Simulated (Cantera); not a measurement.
What does this Cantera script print?

```python
import numpy as np
import cantera as ct

gas = ct.Solution("gri30.yaml")
gas.TPX = 2050, 1000, {'NO': 1, 'N2': 7.4}
reactor = ct.IdealGasConstPressureReactor(gas, energy="off", clone=False)
net = ct.ReactorNet([reactor])
net.rtol, net.atol = 1e-08, 1e-18
show = ['NO', 'N2O', 'O', 'NO2', 'O2', 'N2']
times = np.geomspace(0.0008, 70, 11)

steps = ct.SolutionArray(gas, extra=["t"])
rows = []
print(f"{'t/s':>10s}{'T/K':>9s}{'P/Pa':>11s}" + "".join(f"{s:>11s}" for s in show))
for t in times:
    while net.time < t:
        t_next = net.step()
        steps.append(gas.state, t=t_next)
    rows.append([np.interp(t, steps.t, y) for y in (steps.T, steps.P, *steps(*show).X.T)])
    print(f"{t:10.3e}{rows[-1][0]:9.1f}{rows[-1][1]:11.4g}" + "".join(f"{x:11.3e}" for x in rows[-1][2:]))
rate = np.gradient(steps.T, steps.t)
print("integrator steps:", len(steps.t))
if steps.T.max() > steps.T[0] + 200:
    print(f"time of steepest temperature rise: {steps.t[rate.argmax()]:.4e} s")
gas.TPX = 2050, 1000, {'NO': 1, 'N2': 7.4}
gas.equilibrate("TP")
print(f"equilibrium (TP): T = {gas.T:.1f} K  " + "  ".join(f"{s} {gas[s].X[0]:.3e}" for s in show))
```

Result:

```
       t/s      T/K       P/Pa         NO        N2O          O        NO2         O2         N2
 8.000e-04   2050.0       1000  1.190e-01  1.851e-07  1.902e-07  6.647e-11  1.727e-10  8.810e-01
 2.496e-03   2050.0       1000  1.190e-01  5.613e-07  6.094e-07  5.871e-10  1.716e-09  8.810e-01
 7.789e-03   2050.0       1000  1.190e-01  1.604e-06  2.046e-06  4.389e-09  1.760e-08  8.810e-01
 2.430e-02   2050.0       1000  1.190e-01  3.869e-06  7.503e-06  2.493e-08  1.949e-07  8.810e-01
 7.584e-02   2050.0       1000  1.190e-01  6.308e-06  2.900e-05  1.115e-07  2.343e-06  8.810e-01
 2.366e-01   2050.0       1000  1.189e-01  6.642e-06  1.011e-04  3.869e-07  2.713e-05  8.810e-01
 7.384e-01   2050.0       1000  1.182e-01  6.173e-06  2.940e-04  1.017e-06  2.737e-04  8.812e-01
 2.304e+00   2050.0       1000  1.142e-01  5.226e-06  6.232e-04  2.025e-06  2.112e-03  8.831e-01
 7.189e+00   2050.0       1000  9.533e-02  3.206e-06  1.123e-03  3.484e-06  1.126e-02  8.923e-01
 2.243e+01   2050.0       1000  3.906e-02  4.673e-07  1.934e-03  2.669e-06  3.897e-02  9.200e-01
 7.000e+01   2050.0       1000  6.007e-03  3.328e-08  2.296e-03  4.897e-07  5.530e-02  9.364e-01
integrator steps: 772
equilibrium (TP): T = 2050.0 K  NO 4.943e-03  N2O 3.020e-08  O 2.313e-03  NO2 4.045e-07  O2 5.583e-02  N2 9.369e-01
```

Cantera simulation using GRI-Mech 3.0 (53 species, 325 reactions); the numbers are that mechanism's predictions, not measurements. Radical loss at walls, strong at low pressure, is not modelled.
